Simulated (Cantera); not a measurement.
A closed system holds: 1 mol SiO2, a varied amount of C, 3 mol N2, equilibrated at 1823.15 K and 1.00 bar.

Equilibrium computed with Cantera from the NASA thermochemical tables; the gas is ideal and each condensed phase is pure. Candidate condensed phases: C, Si, SiC, SiO2, Si2N2O, Si3N4; 34 gas species. Mutual solubility and eutectic melting of coexisting phases are not modelled. The tables hold silica as quartz up to 1696 K and as liquid above; real silica turns to tridymite and cristobalite and melts near 1996 K. The numbers say what is thermodynamically allowed, not how fast it happens.

x: gas mole fraction; n: condensed amount in mol.

```json
[
 {"n(C) (mol)": "0.82", "x N2": "0.767", "x CO": "0.230", "x SiO": "0.00286", "x CO2": "7.05e-5", "x C2N2": "5.41e-10", "x Si": "1.21e-8", "x CN": "1.92e-9", "n SiO2(condensed)": "0.450", "n Si2N2O(s)": "0.270", "n C(graphite)": "0"},
 {"n(C) (mol)": "1.2", "x N2": "(withheld)", "x CO": "(withheld)", "x SiO": "0.00297", "x CO2": "(withheld)", "x C2N2": "(withheld)", "x Si": "1.31e-8", "x CN": "(withheld)", "n SiO2(condensed)": "(withheld)", "n Si2N2O(s)": "(withheld)", "n C(graphite)": "0"},
 {"n(C) (mol)": "1.5", "x N2": "0.625", "x CO": "0.374", "x SiO": "0.000894", "x CO2": "9.11e-6", "x C2N2": "1.84e-7", "x Si": "4.77e-8", "x CN": "3.54e-8", "n SiO2(condensed)": "0", "n Si2N2O(s)": "0.498", "n C(graphite)": "0.00182"},
 {"n(C) (mol)": "1.9", "x N2": "0.625", "x CO": "0.374", "x SiO": "0.000894", "x CO2": "9.11e-6", "x C2N2": "1.84e-7", "x Si": "4.77e-8", "x CN": "3.54e-8", "n SiO2(condensed)": "0", "n Si2N2O(s)": "0.498", "n C(graphite)": "(withheld)"},
 {"n(C) (mol)": "2.3", "x N2": "0.625", "x CO": "0.374", "x SiO": "0.000894", "x CO2": "9.11e-6", "x C2N2": "1.84e-7", "x Si": "4.77e-8", "x CN": "3.54e-8", "n SiO2(condensed)": "0", "n Si2N2O(s)": "0.498", "n C(graphite)": "0.802"},
 {"n(C) (mol)": "2.6", "x N2": "0.625", "x CO": "0.374", "x SiO": "0.000894", "x CO2": "9.11e-6", "x C2N2": "1.84e-7", "x Si": "4.77e-8", "x CN": "3.54e-8", "n SiO2(condensed)": "0", "n Si2N2O(s)": "0.498", "n C(graphite)": "1.10"},
 {"n(C) (mol)": "3", "x N2": "0.625", "x CO": "0.374", "x SiO": "0.000894", "x CO2": "9.11e-6", "x C2N2": "1.84e-7", "x Si": "4.77e-8", "x CN": "3.54e-8", "n SiO2(condensed)": "0", "n Si2N2O(s)": "0.498", "n C(graphite)": "1.50"},
 {"n(C) (mol)": "3.3", "x N2": "0.625", "x CO": "0.374", "x SiO": "0.000894", "x CO2": "9.11e-6", "x C2N2": "1.84e-7", "x Si": "4.77e-8", "x CN": "3.54e-8", "n SiO2(condensed)": "0", "n Si2N2O(s)": "0.498", "n C(graphite)": "1.80"},
 {"n(C) (mol)": "3.7", "x N2": "0.625", "x CO": "0.374", "x SiO": "0.000894", "x CO2": "9.11e-6", "x C2N2": "1.84e-7", "x Si": "4.77e-8", "x CN": "3.54e-8", "n SiO2(condensed)": "0", "n Si2N2O(s)": "0.498", "n C(graphite)": "2.20"}
]
```

Problem. Fill in the missing entries.

Solution. 
- 1.2, x N2: 0.682
- 1.2, x CO: 0.314
- 1.2, x CO2: 9.26e-5
- 1.2, x C2N2: 9.70e-10
- 1.2, x CN: 2.57e-9
- 1.2, n SiO2(condensed): 0.196
- 1.2, n Si2N2O(s): 0.396
- 1.9, n C(graphite): 0.402
